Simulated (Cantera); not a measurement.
A closed system holds: 1 mol SiCl₄, 0.24 mol C₂H₄, 140 mol H₂, equilibrated at 23000 Pa.

Method: chemical equilibrium by Gibbs-energy minimisation in Cantera with the NASA 1993 tables (ideal gas, pure condensed phases). Candidate condensed phases: C, C₆H₆, C₇H₈, C₈H₁₈, Si, SiC; 109 gas species. Mutual solubility and eutectic melting of coexisting phases are not modelled. The tables' values for SiCl₃ are old estimates; treat these amounts as uncertain. Rates play no part.

x: gas mole fraction; n: condensed amount in mol.

| T (°C) | x H₂ | x HCl | x SiCl₂ | x SiHCl₃ | n Si(s) | n SiC(s) |
|---|---|---|---|---|---|---|
| 875 | 0.979 | 0.0169 | 0.000641 | 0.00136 | 0.00358 | 0.479 |
| 900 | 0.978 | 0.0185 | 0.000794 | 0.00111 | 0.0592 | 0.479 |
| 925 | 0.977 | 0.0199 | ? | ? | ? | 0.479 |
| 950 | 0.976 | 0.0210 | 0.00110 | 0.000668 | 0.148 | 0.479 |
| 975 | 0.976 | 0.0219 | 0.00124 | 0.000500 | 0.179 | 0.479 |
| 1000 | 0.975 | 0.0226 | 0.00136 | 0.000367 | 0.202 | 0.479 |
| 1025 | 0.975 | 0.0231 | 0.00146 | ? | 0.218 | 0.479 |
| 1050 | 0.974 | 0.0235 | 0.00154 | 0.000192 | 0.229 | 0.479 |
| 1075 | 0.974 | 0.0237 | 0.00162 | 0.000139 | 0.235 | 0.479 |
| 1100 | 0.974 | 0.0238 | 0.00168 | 0.000100 | 0.239 | 0.479 |
| 1125 | 0.974 | 0.0239 | 0.00173 | 7.28e-5 | 0.240 | 0.479 |
| 1150 | 0.974 | 0.0240 | 0.00178 | 5.33e-5 | 0.241 | 0.479 |

What belongs in the gaps?


- 925, x SiCl₂: 0.000951
- 925, x SiHCl₃: 0.000872
- 925, n Si(s): 0.108
- 1025, x SiHCl₃: 0.000267
